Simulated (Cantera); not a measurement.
Feed: 1 mol BN, 13 mol HF, 2.7 mol N₂, 6.9 mol Cl₂, equilibrated at 10.0 Pa.

Equilibrium computed with Cantera from the NASA thermochemical tables; the gas is ideal and each condensed phase is pure. Candidate condensed phases: B, BN, NH₄Cl; 40 gas species. The tables' values for BF₂, BClF are old estimates; treat these amounts as uncertain. Kinetics and transport are ignored. All values below are at 2100 K.

Base state: Cl 0.402, HF 0.357, N₂ 0.111, HCl 0.0779, BF₃ 0.0259, H 0.0138, BF₂ 0.00759, H₂ 0.00197 (mole fractions); condensed: gas only.

Question: What changes in the equilibrium state with this change: pressure from 10.0 Pa to 10.0 mbar?

Answer: 
```csv
species,before,after
Cl,0.402,0.383
HF,0.357,0.357
N₂,0.111,0.114
HCl,0.0779,0.108
H,0.0138,0.000201
BF₃,0.0259,0.0356
BF,0.00126,3.65e-7
Cl₂,1.43e-5,0.00130
BF₂,0.00759,0.000151
```
The tables' values for BF₂ are old estimates; treat these amounts as uncertain.
